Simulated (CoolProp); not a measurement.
Vapour pressure (bar) of trans-2-butene: the reference equation beside estimates from Tc = 155.5 °C, pc = 40.19 bar, ω = 0.210.

Computed with CoolProp (reference Helmholtz-energy equation of state, Lemmon 2005). It is a short technical equation, of lower accuracy than the large ones.

```
T (°C)  reference  van der Waals  Soave-Redlich-Kwong
------  ---------  -------------  -------------------
-42.85     0.1317          1.790               0.1258
-33.95     0.2140          2.269               0.2058
-24.95     0.3356          2.836               0.3249
-16.05     0.5055          3.486               0.4924
-7.05      0.7409          4.240               0.7257
1.85        1.051          5.087                1.035
10.85       1.460          6.052                1.445
19.75       1.977          7.119                1.965
28.65       2.623          8.302                2.618
37.65       3.428          9.622                3.436
46.55       4.396          11.05                4.421
55.55       5.570          12.63                5.621
64.45       6.946          14.33                7.031
73.45       8.581          16.19                8.708
82.35       10.46          18.17                10.64
```

Absolute difference from the reference over all 15 rows, mean and median: van der Waals 395.3 and 260.1 %, Soave-Redlich-Kwong 1.7 and 1.5 %.
